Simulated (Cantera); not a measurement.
A freely propagating, adiabatic, planar premixed flame of 25.7 % H₂, 13.8 % O₂, 52.0 % N₂, 8.49 % H₂O, unburnt at 550 K and 1.50 bar; multicomponent transport, grid criteria slope 0.08 and curve 0.16, no radiation.

Model: the H2/O2 subset of GRI-Mech 3.0, which has no nitrogen chemistry, integrated in Cantera. Burning velocities carry a grid error of a few per cent, more on coarse grids.

Problem. Predict: laminar burning velocity; thermal thickness; peak x(O); peak x(H); peak x(OH).

Solution. 
- laminar burning velocity: 476 cm/s
- thermal thickness: 0.246 mm
- peak x(O): 0.00804
- peak x(H): 0.0298
- peak x(OH): 0.0148
